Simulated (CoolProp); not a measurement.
Ammonia at 205.14 K and 0.0092 MPa flows at 1.1 m/s in a round tube of 10 mm bore and 0.25 µm roughness, fully developed (64/Re and Nu = 3.66 if laminar; Colebrook and Gnielinski if turbulent). Each further row changes one setting.

Computed with CoolProp (reference Helmholtz-energy equation of state, Gao 2020).

```
case              Reynolds number  Darcy friction factor  pressure drop (Pa/m)  heat-transfer coefficient (W/(m² K))  mass flow (kg/h)
----------------  ---------------  ---------------------  --------------------  ------------------------------------  ----------------
as stated              (withheld)             (withheld)            (withheld)                                  7.23        (withheld)
velocity 2.2 m/s              287                  0.223            (withheld)                                  7.23        (withheld)
diameter 20 mm                287                  0.223            (withheld)                            (withheld)             0.115
```

Problem. Fill in the missing entries.

Solution. 
- as stated, Reynolds number: 143
- as stated, Darcy friction factor: 0.447
- as stated, pressure drop (Pa/m): 2.49
- as stated, mass flow (kg/h): 0.0287
- velocity 2.2 m/s, pressure drop (Pa/m): 4.99
- velocity 2.2 m/s, mass flow (kg/h): 0.0574
- diameter 20 mm, pressure drop (Pa/m): 0.624
- diameter 20 mm, heat-transfer coefficient (W/(m² K)): 3.62

Viscosity comes from a separate model (Fenghour 1995). Thermal conductivity comes from a separate model (Tufeu 1984).
